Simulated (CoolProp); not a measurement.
Computed with CoolProp (reference Helmholtz-energy equation of state, Akasaka 2022).

**Question.** For R1233zd(E), give the phase and the density (kg/m³), cv (kJ/(kg K)), speed of sound (m/s), Joule-Thomson coefficient (K/MPa) at 309.2 K and 9030 kPa.

**Answer.** 
- 309.2 K and 9030 kPa: liquid; density 1260, cv 0.837, speed of sound 712, Joule-Thomson coefficient -0.305
